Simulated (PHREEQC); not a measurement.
Make-up at 25 °C: 0.075 mol NaH2PO4, 0.00054 mol K2HPO4 and 0.0001 mol H4SiO4 per kg of water. Closed to the air; pH follows from the charge balance.

The numbers come from PHREEQC with the ion-association model, wateq4f.dat.

```tsv
quantity	before	after
pH	4.85	8.74
ionic strength (mol/kgw)	0.0767	0.00161
HPO4-2 (mol/kgw)	0.000642	0.000525
KHPO4- (mol/kgw)	5.38e-7	9.25e-7
H3SiO4- (mol/kgw)	1.34e-9	7.75e-6
PO4-3 (mol/kgw)	6.23e-11	1.61e-7
SI of Quartz (SiO2)	-0.01	-0.05
```

What was changed between the two runs?
A) NaH2PO4 from 0.075 to 0.0375 mol/kgw
B) H4SiO4 from 0.0001 to 0.00015 mol/kgw
C) NaH2PO4 left out
D) K2HPO4 replaced by KHCO3 at the same molality
E) diluted 5-fold with water

C, NaH2PO4 left out

This is a speciation only: nothing precipitates in the calculation. H3PO4, which wateq4f.dat lacks, is added to it with the constant of phreeqc.dat.
